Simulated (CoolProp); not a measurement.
A closed Brayton cycle with carbon dioxide: compressor inlet 331.15 K and 8.2 MPa, high pressure 22.7 MPa, turbine inlet 825 K, compressor efficiency 0.89, turbine efficiency 0.93, recuperator effectiveness 0.8 (on enthalpy, no pinch check). Each further row changes one setting.

Model: reference Helmholtz-energy equation of state, Span 1996, in CoolProp.

| case | thermal efficiency (%) | net work (kJ/kg) | compressor to turbine work | compressor exit (K) | turbine exit (K) |
|---|---|---|---|---|---|
| as stated | 30.4 | 83.0 | 0.40 | 419.5 | 699.8 |
| turbine inlet 775 K | … | 73.5 | 0.43 | 419.5 | 654.4 |
| compressor inlet 341.15 K | … | … | … | 434.1 | 699.8 |
| high pressure 19.3 MPa | … | 72.8 | 0.38 | 405.0 | 719.2 |
| recuperator effectiveness 0.5 | 22.5 | 83.0 | 0.40 | 419.5 | 699.8 |

Q: Complete the blanks.

A: 
- turbine inlet 775 K, thermal efficiency (%): 29.1
- compressor inlet 341.15 K, thermal efficiency (%): 29.6
- compressor inlet 341.15 K, net work (kJ/kg): 77.5
- compressor inlet 341.15 K, compressor to turbine work: 0.44
- high pressure 19.3 MPa, thermal efficiency (%): 28.8
